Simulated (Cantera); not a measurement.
A perfectly stirred reactor is fed with CH4 : H2 : H = 0.049 : 1 : 0.18 (molar parts), at 0.0110 bar; it is held at 1675 K, and followed from long to short residence time.

Computed with Cantera and GRI-Mech 3.0 (53 species, 325 reactions). GRI-Mech 3.0 stops at C3 and has no aromatics, soot or wall deposition, so with more carbon than oxygen in the feed, carbon stays in small species such as C2H2 where larger ones or solid carbon would form. Radical loss at walls, strong at low pressure, is not modelled.

x: mole fraction; the columns are a selection and need not sum to one.

```json
[
 {"τ (s)": "1.1", "x CH4": "0.00326", "x H2": "0.969", "x H": "0.00890", "x C2H6": "3.34e-7", "x C2H": "8.47e-7", "x CH3": "0.000604"},
 {"τ (s)": "0.39", "x CH4": "0.00259", "x H2": "0.963", "x H": "0.0150", "x C2H6": "3.39e-7", "x C2H": "1.45e-6", "x CH3": "0.000809"},
 {"τ (s)": "0.14", "x CH4": "0.00182", "x H2": "0.953", "x H": "0.0254", "x C2H6": "2.71e-7", "x C2H": "2.50e-6", "x CH3": "0.000958"},
 {"τ (s)": "0.052", "x CH4": "0.00146", "x H2": "0.940", "x H": "0.0385", "x C2H6": "2.52e-7", "x C2H": "3.83e-6", "x CH3": "0.00115"},
 {"τ (s)": "0.019", "x CH4": "0.00169", "x H2": "0.928", "x H": "0.0502", "x C2H6": "…", "x C2H": "4.91e-6", "x CH3": "0.00169"},
 {"τ (s)": "0.0070", "x CH4": "0.00255", "x H2": "0.918", "x H": "0.0594", "x C2H6": "…", "x C2H": "5.51e-6", "x CH3": "0.00293"},
 {"τ (s)": "0.0026", "x CH4": "0.00410", "x H2": "0.907", "x H": "0.0686", "x C2H6": "…", "x C2H": "5.69e-6", "x CH3": "0.00524"},
 {"τ (s)": "0.00094", "x CH4": "0.00640", "x H2": "0.892", "x H": "0.0799", "x C2H6": "…", "x C2H": "5.36e-6", "x CH3": "0.00895"},
 {"τ (s)": "0.00034", "x CH4": "0.00934", "x H2": "0.875", "x H": "0.0932", "x C2H6": "…", "x C2H": "4.32e-6", "x CH3": "0.0135"}
]
```

### Question
Some entries are withheld; supply them.

### Answer

- 0.019, x C2H6: 4.13e-7
- 0.0070, x C2H6: 1.03e-6
- 0.0026, x C2H6: 2.83e-6
- 0.00094, x C2H6: 6.98e-6
- 0.00034, x C2H6: 1.33e-5
